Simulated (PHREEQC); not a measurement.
Solution (25 °C): 0.024 mol/kgw NaH2PO4 and 0.00062 mol/kgw NiSO4. Closed to the air; pH follows from the charge balance.

Computed with PHREEQC (ion-association model, wateq4f.dat).

No solid was allowed to form.

Question: Order these S species by the share of S that they hold, largest first: HSO4-, NiSO4, SO4-2, NaSO4-.

Answer: SO4-2 (91 %), NaSO4- (5.9 %), NiSO4 (3.1 %), HSO4- (0.13 %)

The pH is 4.62 and the ionic strength 0.0265 mol/kgw. H3PO4, which wateq4f.dat lacks, is added to it with the constant of phreeqc.dat. The database has no phosphate complexes of Ni.
